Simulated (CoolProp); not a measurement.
C3F8 (R218) along the isobar 17.8 bar: density (kg/m³) from the reference equation and from simpler models built on Tc = 345.0 K, pc = 26.40 bar, ω = 0.317; each cubic takes its own stable root.

Model: reference Helmholtz-energy equation of state, Lemmon 2006, in CoolProp. It is a short technical equation, of lower accuracy than the large ones.

```csv
T (K),phase,reference
224.9,liquid,1662
241,liquid,1602
257.1,liquid,1537
273.1,liquid,1467
289.2,liquid,1388
305.3,liquid,1295
321.4,liquid,1170
337.5,gas,177.9
353.6,gas,152.4
369.6,gas,136.8
385.7,gas,125.3
401.8,gas,116.4
417.9,gas,109.1
434,gas,102.9
```

Task: How far does each simpler model (van der Waals, Redlich-Kwong, Soave-Redlich-Kwong, Peng-Robinson) lie from the reference over these 14 states: mean and median of the absolute difference, and the worst?

Result: 
- van der Waals: mean 23.3 %, median 22.2 %, worst -83.9 % at 321.4 K and 17.8 bar
- Redlich-Kwong: mean 7.1 %, median 5.6 %, worst -19.6 % at 321.4 K and 17.8 bar
- Soave-Redlich-Kwong: mean 4.0 %, median 3.2 %, worst -13.6 % at 321.4 K and 17.8 bar
- Peng-Robinson: mean 3.8 %, median 2.4 %, worst +7.5 % at 224.9 K and 17.8 bar

At some of these states van der Waals gives the other phase, because its saturation line lies elsewhere.
